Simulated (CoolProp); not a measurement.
Saturated liquid density (kg/m³) of toluene: the reference equation beside estimates from Tc = 591.7 K, pc = 41.26 bar, ω = 0.266.

The numbers come from the reference Helmholtz-energy equation of state, Lemmon 2006 in CoolProp. It is a short technical equation, of lower accuracy than the large ones.

```csv
T (K),reference,van der Waals,Peng-Robinson
438.5,719.4,424.6,723.8
448.4,707.6,417.5,710.1
458.3,695.4,410.1,695.5
468.2,682.8,402.4,680.1
478,669.8,394.5,663.9
487.9,656.0,386.1,646.5
497.8,641.5,377.2,627.9
507.7,626.1,367.9,608.0
517.6,609.7,357.9,586.5
527.5,592.0,347.3,563.2
537.3,572.8,335.9,537.9
547.2,551.4,323.3,509.7
557.1,527.0,309.2,477.9
567,498.1,292.9,441.0
576.9,461.4,273.0,396.0
```

Absolute difference from the reference over all 15 rows, mean and median: van der Waals 41.2 and 41.2 %, Peng-Robinson 4.4 and 2.9 %.
